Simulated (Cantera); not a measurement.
**Equilibrium for thermal oxidation and active oxidation of silicon: Si + O2 + N2**

Input: 1 mol Si, 0.01 mol O2, 8.4 mol N2, at 1875 K and 2.10 bar.

Equilibrium computed with Cantera from the NASA thermochemical tables; the gas is ideal and each condensed phase is pure. Candidate condensed phases: Si, SiO2, Si2N2O, Si3N4; 16 gas species. Mutual solubility and eutectic melting of coexisting phases are not modelled. Equilibrium is a limit: real reactors are often held back by kinetics, nucleation or transport.

| Quantity | Value |
|---|---|
| x(N2) | 1.000 |
| x(SiO) | 0.000116 |
| n(Si2N2O(s)) | 0.0191 mol |
| n(Si3N4(s)) | 0.320 mol |
| gas amount | 7.741 mol |
| log10 activity of Si(l) (absent) | -1.25 |
